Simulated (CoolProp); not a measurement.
Aqueous ethanol as a coolant, 8 % by mass, freezing at -3.4 °C, 1 atm.

Values from CoolProp's Melinder's fits for secondary coolants.

| T (°C) | Prandtl number | cp (kJ/(kg K)) | conductivity (W/(m K)) | density (kg/m³) |
|---|---|---|---|---|
| -1.2 | 26.8 | 4.387 | 0.512 | 987.2 |
| 4.9 | … | … | 0.521 | 987.0 |
| 11 | 15.4 | 4.324 | 0.530 | 986.4 |
| 17 | 12.3 | 4.295 | 0.538 | 985.3 |
| 23.1 | 10.1 | 4.269 | 0.546 | 983.8 |
| 29.2 | 8.41 | 4.252 | 0.554 | 981.9 |
| 35.3 | 7.11 | 4.246 | 0.562 | … |

Q: What belongs in the gaps?

A: 
- 4.9, Prandtl number: 19.9
- 4.9, cp (kJ/(kg K)): 4.356
- 35.3, density (kg/m³): 979.8
